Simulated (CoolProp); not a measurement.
1,2-dichloroethane at several states: density (kg/m³) from the reference equation and from simpler models built on Tc = 561.6 K, pc = 5.226 MPa, ω = 0.269; each cubic takes its own stable root.

Values from CoolProp's reference Helmholtz-energy equation of state, Thol 2015.

```csv
T (K),p (MPa),phase,reference,van der Waals,Redlich-Kwong,Soave-Redlich-Kwong,Peng-Robinson
393.1,1.4,liquid,1098,634.2,920.6,959.5,1086
467.9,6.08,liquid,969.6,584.2,804.6,839.0,948.6
488.1,2.25,liquid,901.5,70.59,76.06,754.9,856.3
```

At some of these states van der Waals, Redlich-Kwong gives the other phase, because its saturation line lies elsewhere.
